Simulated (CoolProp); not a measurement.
Saturation properties of normal hydrogen.

The numbers come from the reference Helmholtz-energy equation of state, Leachman 2009 in CoolProp.

| T (K) | p (MPa) | liquid density (kg/m³) | vapour density (kg/m³) | enthalpy of vaporisation (kJ/kg) | liquid conductivity (mW/(m K)) |
|---|---|---|---|---|---|
| 25.7 | 0.3710 | 63.58 | 4.490 | 399.4 | 102 |
| 26.2 | 0.4099 | 62.74 | 4.961 | 391.5 | 101 |
| 26.8 | 0.4602 | 61.67 | 5.583 | 381.2 | 100 |
| 27.4 | 0.5147 | 60.54 | 6.275 | 369.6 | 99.7 |
| 28 | 0.5736 | 59.34 | 7.049 | 356.7 | 98.7 |
| 28.5 | 0.6262 | 58.27 | 7.766 | 344.8 | 97.9 |
| 29.1 | 0.6936 | 56.88 | 8.729 | 328.9 | 96.7 |
| 29.7 | 0.7661 | 55.36 | 9.831 | 310.9 | 95.4 |
| 30.3 | 0.8439 | 53.67 | 11.11 | 290.1 | 93.9 |
| 30.8 | 0.9129 | 52.08 | 12.35 | 270.2 | 92.6 |
| 31.4 | 1.001 | 49.86 | 14.15 | 241.7 | 90.9 |
| 32 | 1.096 | 47.08 | 16.50 | 205.6 | 89.7 |
| 32.5 | 1.180 | 43.92 | 19.28 | 163.9 | 90.7 |

It boils at 20.4 K under 1 atm.

Thermal conductivity comes from a separate model (Assael 2011).
